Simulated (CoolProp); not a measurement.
Vapour-liquid equilibrium of n-hexane (1) + n-decane (2) at 0.00126 MPa; x and y are mole fractions of (1).

Values from CoolProp's multi-fluid Helmholtz-energy mixture model, Thol 2019 and Lemmon 2006; pair parameters Kunz 2012.

Problem. Give the bubble temperature and the first vapour's composition at x = 0.65, 0.75, 0.85. Is there an azeotrope?

Solution. x = 0.65: 253.7 K, y = 0.999; x = 0.75: 251.5 K, y = 0.999; x = 0.85: 249.6 K, y = 1.000. No azeotrope shows between x = 0.05 and 0.95.

The pair parameters rest on a limited set of measurements; away from them the model extrapolates.
